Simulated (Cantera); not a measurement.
Charge: 1 mol SiC, 0.06 mol C, 0.22 mol N2, 0.0021 mol Si, equilibrated at 39.0 Pa.

Equilibrium computed with Cantera from the NASA thermochemical tables; the gas is ideal and each condensed phase is pure. Candidate condensed phases: C, Si, SiC, Si3N4; 20 gas species. The tables' values for SiN are old estimates; treat these amounts as uncertain. Rates play no part.

x: gas mole fraction; n: condensed amount in mol.

```csv
T (K),x N2,x Si,x SiC2,x Si2C,x SiN,n C(graphite),n SiC(s)
1625,1.000,4.78e-6,2.23e-8,1.80e-8,7.41e-8,0.0579,1.00
1675,1.000,[?],[?],[?],1.95e-7,0.0579,1.00
1725,1.000,4.38e-5,4.04e-7,3.07e-7,4.83e-7,0.0579,1.00
1775,1.000,0.000121,1.52e-6,1.12e-6,1.14e-6,0.0579,1.00
1825,1.000,0.000314,5.29e-6,3.81e-6,2.56e-6,0.0580,1.00
1875,0.999,0.000778,1.72e-5,1.21e-5,5.50e-6,0.0581,1.00
1925,0.998,0.00183,5.27e-5,3.61e-5,1.13e-5,0.0583,1.00
1975,0.996,[?],[?],[?],2.26e-5,0.0588,1.00
2025,0.990,0.00897,0.000416,0.000273,4.33e-5,0.0599,1.000
2075,0.979,0.0187,0.00108,0.000695,8.01e-5,0.0620,0.997
```

Task: What belongs in the gaps?

Result: 
- 1975, x Si: 0.00414
- 1975, x SiC2: 0.000152
- 1975, x Si2C: 0.000102
- 1675, x Si: 1.50e-5
- 1675, x SiC2: 9.93e-8
- 1675, x Si2C: 7.75e-8
